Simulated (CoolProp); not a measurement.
Values from CoolProp's reference Helmholtz-energy equation of state, Gao 2020.

Task: For ammonia, give the phase and the Joule-Thomson coefficient (K/MPa) at 366.8 K and 0.32 MPa.

Result: 
- 366.8 K and 0.32 MPa: gas; Joule-Thomson coefficient 13.8
